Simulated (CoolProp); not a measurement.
Vapour-liquid equilibrium of R152A (1) + n-butane (2) at 0.146 MPa; x and y are mole fractions of (1).

Model: multi-fluid Helmholtz-energy mixture model, Outcalt 1996 and Bücker 2006; pair parameters Bell 2016, in CoolProp.

Q: Give the bubble temperature and the first vapour's composition at x = 0.725, 0.8, 0.875. Is there an azeotrope?

A: x = 0.725: -17.2 °C, y = 0.764; x = 0.8: -17.2 °C, y = 0.795; x = 0.875: -17.1 °C, y = 0.843. y crosses x between x = 0.725 and 0.8: the model has an azeotrope there.

Pair parameters are fitted to limited data, so mixtures are less certain than the pure fluids. With so large a gap from Raoult's law the liquid may split in two, which this calculation doesn't test in full.
